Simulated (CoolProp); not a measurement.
Vapour-liquid equilibrium of R134a (1) + cyclopropane (2) at 343.9 K; x and y are mole fractions of (1).

Model: multi-fluid Helmholtz-energy mixture model, Tillner-Roth 1994 and Polt 1992; pair parameters Bell 2016, in CoolProp. This equation is an older, rougher fit; its heat capacities, sound speeds and derivatives of the liquid may be far off and weren't checked against measurements.

| x | bubble pressure (MPa) | y at the bubble point | dew pressure at overall composition x (MPa) | liquid density (mol/L) |
|---|---|---|---|---|
| 0.05 | 2.265 | 0.093 | 2.190 | 12.45 |
| 0.125 | 2.444 | 0.196 | 2.321 | 11.98 |
| 0.2 | 2.571 | 0.273 | 2.451 | 11.55 |
| 0.275 | 2.658 | 0.337 | 2.573 | 11.15 |
| 0.35 | 2.714 | 0.392 | 2.673 | 10.79 |
| 0.425 | 2.746 | 0.445 | 2.736 | 10.49 |
| 0.5 | 2.754 | 0.497 | 2.753 | 10.23 |
| 0.575 | 2.739 | 0.550 | 2.725 | 10.04 |
| 0.65 | 2.700 | 0.608 | 2.659 | 9.896 |
| 0.725 | 2.636 | 0.670 | 2.567 | 9.801 |
| 0.8 | 2.544 | 0.741 | 2.459 | 9.745 |
| 0.875 | 2.424 | 0.824 | 2.345 | 9.719 |
| 0.95 | 2.272 | 0.922 | 2.229 | 9.714 |

y crosses x between x = 0.425 and 0.5: the model has an azeotrope there.

Pair parameters are fitted to limited data, so mixtures are less certain than the pure fluids.
